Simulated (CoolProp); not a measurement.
Vapour-liquid equilibrium of carbon dioxide (1) + R22 (2) at 8.17 bar; x and y are mole fractions of (1).

The numbers come from the multi-fluid Helmholtz-energy mixture model, Span 1996 and Kamei 1995; pair parameters Bell 2016 in CoolProp.

```
x      bubble temperature, mixture model (°C)  bubble temperature, Raoult's law (°C)  y, mixture model  y, Raoult's law
-----  --------------------------------------  -------------------------------------  ----------------  ---------------
0.05                                     10.3                                    7.7             0.178            0.260
0.125                                     2.1                                   -2.2             0.395            0.503
0.2                                      -5.3                                   -9.9             0.557            0.651
0.275                                   -11.8                                  -16.1             0.676            0.747
0.35                                    -17.5                                  -21.2             0.762            0.814
0.425                                   -22.5                                  -25.5             0.825            0.861
0.5                                     -26.9                                  -29.2             0.872            0.896
0.575                                   -30.7                                  -32.5             0.906            0.923
0.65                                    -34.0                                  -35.4             0.933            0.944
0.725                                   -37.0                                  -37.9             0.954            0.961
0.8                                     -39.6                                  -40.3             0.970            0.975
0.875                                   -42.0                                  -42.4             0.983            0.986
0.95                                    -44.1                                  -44.3             0.994            0.995
```

The largest gap from Raoult's law is +4.6 K in bubble temperature, at x = 0.2. No azeotrope shows between x = 0.05 and 0.95.

Pair parameters are fitted to limited data, so mixtures are less certain than the pure fluids.
